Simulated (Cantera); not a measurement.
Input: 1 mol Pb, 0.065 mol O2, 1.5 mol CO, 0.21 mol H2O, held at 1523.15 K and 19.0 mbar.

Method: chemical equilibrium by Gibbs-energy minimisation in Cantera with the NASA 1993 tables (ideal gas, pure condensed phases). Candidate condensed phases: C, C6H6, C7H8, C8H18, H2O, Pb, PbO, PbO2, Pb3O4; 113 gas species. Equilibrium is a limit: real reactors are often held back by kinetics, nucleation or transport.

Base state: CO 0.456, Pb 0.369, CO2 0.0972, H2 0.0493, H2O 0.0282, PbO 9.37e-5, Pb2 4.09e-5, H 3.73e-5 (mole fractions); condensed: gas only.

**Question.** What changes in the equilibrium state with this change: O2 from 0.065 to 0.0033 mol?

**Answer.** 
| species | before | after |
|---|---|---|
| CO | 0.456 | 0.493 |
| Pb | 0.369 | 0.369 |
| CO2 | 0.0972 | 0.0606 |
| H2O | 0.0282 | 0.0192 |
| H2 | 0.0493 | 0.0582 |
| PbO | 9.37e-5 | 5.42e-5 |
| H | 3.73e-5 | 4.05e-5 |
| Pb2 | 4.09e-5 | 4.09e-5 |

**Question.** What changes in the equilibrium state with this change: temperature from 1523.15 K to 1900 K?

**Answer.** 
| species | before | after |
|---|---|---|
| CO | 0.456 | 0.463 |
| Pb | 0.369 | 0.368 |
| CO2 | 0.0972 | 0.0899 |
| H2 | 0.0493 | 0.0423 |
| H2O | 0.0282 | 0.0345 |
| OH | 6.57e-7 | 7.94e-5 |
| H | 3.73e-5 | 0.00118 |
| PbO | 9.37e-5 | 0.000924 |
| Pb2 | 4.09e-5 | 1.53e-5 |

**Question.** What changes in the equilibrium state with this change: O2 from 0.065 to 0.031 mol?

**Answer.** 
| species | before | after |
|---|---|---|
| CO | 0.456 | 0.477 |
| Pb | 0.369 | 0.369 |
| CO2 | 0.0972 | 0.0769 |
| H2O | 0.0282 | 0.0234 |
| H2 | 0.0493 | 0.0541 |
| PbO | 9.37e-5 | 7.10e-5 |
| H | 3.73e-5 | 3.91e-5 |
| Pb2 | 4.09e-5 | 4.09e-5 |
